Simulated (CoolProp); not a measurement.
A Linde-Hampson liquefier for normal hydrogen: isothermal reversible compression at 200 K from 1 atm to 30 MPa, throttling to 1 atm, return gas leaving the recuperator 5 K below the feed. Each further row changes one setting.

Computed with CoolProp (reference Helmholtz-energy equation of state, Leachman 2009).

| case | compression work (kJ/kg of gas) |
|---|---|
| as stated | 4890 |
| high pressure 60 MPa | 5680 |
| warm-end temperature 230 K | 5600 |
| warm-end gap 10 K | 4890 |
